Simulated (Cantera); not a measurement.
A closed system holds: 1 mol Fe(CO)5, 0.61 mol CO, 1.1 mol H2, held at 1227 °C and 8500 Pa.

These are equilibrium values from Cantera (NASA tables, ideal gas, pure condensed phases), not measurements of a reactor. Candidate condensed phases: C, C6H6, C7H8, C8H18, Fe, Fe(CO)5, FeO, Fe(OH)2, Fe(OH)3, Fe2O3, Fe3O4, H2O; 114 gas species. Kinetics and transport are ignored.

Base state: CO 0.836, H2 0.164, CO2 3.94e-5, H 2.44e-5, H2O 2.00e-5 (mole fractions); condensed: Fe(γ).

Question: What changes in the equilibrium state with this change: Fe(CO)5 replaced by Pb?

Answer: 
```json
[
 {"species": "H2", "before": "0.164", "after": "0.457"},
 {"species": "Pb", "before": "0", "after": "0.289"},
 {"species": "CO", "before": "0.836", "after": "0.254"},
 {"species": "Pb2", "before": "0", "after": "0.000121"},
 {"species": "CO2", "before": "3.94e-5", "after": "5.72e-6"},
 {"species": "Fe(γ), mol", "before": "1.000", "after": "0"},
 {"species": "Pb(l), mol", "before": "0", "after": "0.305"}
]
```
Further candidate phases: Pb, PbO, PbO2, Pb3O4.
